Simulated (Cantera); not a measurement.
Silicon nitride deposition: SiHCl3 + NH3 + H2

Charge: 1 mol SiHCl3, 0.55 mol NH3, 89 mol H2, equilibrated at 1.33 mbar.

Cantera equilibrium calculation (NASA polynomials, part measured and part estimated; ideal gas, pure solids and liquids). Candidate condensed phases: NH4Cl, Si, Si3N4; 28 gas species. Mutual solubility and eutectic melting of coexisting phases are not modelled. The tables' values for SiCl3, SiCl are old estimates; treat these amounts as uncertain. The numbers say what is thermodynamically allowed, not how fast it happens.

```json
[
 {"T (K)": "1073", "x H2": "0.971", "x HCl": "0.0272", "x N2": "2.59e-7", "x SiCl2": "0.00149", "x H": "3.78e-7", "n Si(s)": "0.386", "n Si3N4(s)": "0.137"},
 {"T (K)": "1123", "x H2": "0.970", "x HCl": "0.0282", "x N2": "1.66e-6", "x SiCl2": "0.00174", "x H": "1.15e-6", "n Si(s)": "0.402", "n Si3N4(s)": "0.137"},
 {"T (K)": "1173", "x H2": "0.970", "x HCl": "0.0285", "x N2": "9.07e-6", "x SiCl2": "0.00190", "x H": "3.18e-6", "n Si(s)": "0.402", "n Si3N4(s)": "0.137"},
 {"T (K)": "1223", "x H2": "0.969", "x HCl": "0.0284", "x N2": "4.30e-5", "x SiCl2": "0.00203", "x H": "8.11e-6", "n Si(s)": "0.401", "n Si3N4(s)": "0.136"},
 {"T (K)": "1273", "x H2": "0.969", "x HCl": "0.0283", "x N2": "0.000180", "x SiCl2": "0.00213", "x H": "1.92e-5", "n Si(s)": "0.413", "n Si3N4(s)": "0.129"},
 {"T (K)": "1323", "x H2": "0.969", "x HCl": "0.0281", "x N2": "0.000677", "x SiCl2": "0.00223", "x H": "4.28e-5", "n Si(s)": "0.474", "n Si3N4(s)": "0.106"},
 {"T (K)": "1373", "x H2": "0.967", "x HCl": "0.0279", "x N2": "0.00230", "x SiCl2": "0.00232", "x H": "8.97e-5", "n Si(s)": "0.691", "n Si3N4(s)": "0.0315"},
 {"T (K)": "1423", "x H2": "0.967", "x HCl": "0.0277", "x N2": "0.00299", "x SiCl2": "0.00240", "x H": "0.000179", "n Si(s)": "0.778", "n Si3N4(s)": "0"},
 {"T (K)": "1473", "x H2": "0.967", "x HCl": "0.0276", "x N2": "0.00299", "x SiCl2": "0.00247", "x H": "0.000341", "n Si(s)": "0.770", "n Si3N4(s)": "0"},
 {"T (K)": "1523", "x H2": "0.966", "x HCl": "0.0274", "x N2": "0.00298", "x SiCl2": "0.00254", "x H": "0.000622", "n Si(s)": "0.763", "n Si3N4(s)": "0"},
 {"T (K)": "1573", "x H2": "0.966", "x HCl": "0.0273", "x N2": "0.00298", "x SiCl2": "0.00261", "x H": "0.00109", "n Si(s)": "0.753", "n Si3N4(s)": "0"},
 {"T (K)": "1623", "x H2": "0.965", "x HCl": "0.0271", "x N2": "0.00298", "x SiCl2": "0.00267", "x H": "0.00186", "n Si(s)": "0.739", "n Si3N4(s)": "0"}
]
```
x: gas mole fraction; n: condensed amount in mol.

From 1073 K to 1373 K the condensed part is Si(s) + Si3N4(s). From 1423 K to 1623 K the condensed part is Si(s). The main Si-bearing gas is SiCl2 throughout.
